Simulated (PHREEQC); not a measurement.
A solution holds 0.054 mol/kgw HCl and 0.011 mol/kgw ZnSO4, at 25 °C. Closed to the air; pH follows from the charge balance.

Model: ion-association model, phreeqc.dat, run in PHREEQC.

| quantity | before | after |
|---|---|---|
| pH | 1.40 | 1.67 |
| ionic strength (mol/kgw) | 0.0792 | 0.0853 |
| Zn+2 (mol/kgw) | 0.00926 | 0.00934 |
| HSO4- (mol/kgw) | 0.00647 | 0.00335 |
| SO4-2 (mol/kgw) | 0.00331 | 0.00323 |
| ZnSO4 (mol/kgw) | 0.00115 | 0.00108 |

### Question
Which change was made?
A) temperature from 25 to 10 °C
B) temperature from 25 to 60 °C
C) 0.0062 mol/kgw NaAlO2 added
D) ZnSO4 from 0.011 to 0.055 mol/kgw

### Answer
C, 0.0062 mol/kgw NaAlO2 added

Precipitation was switched off in this run.
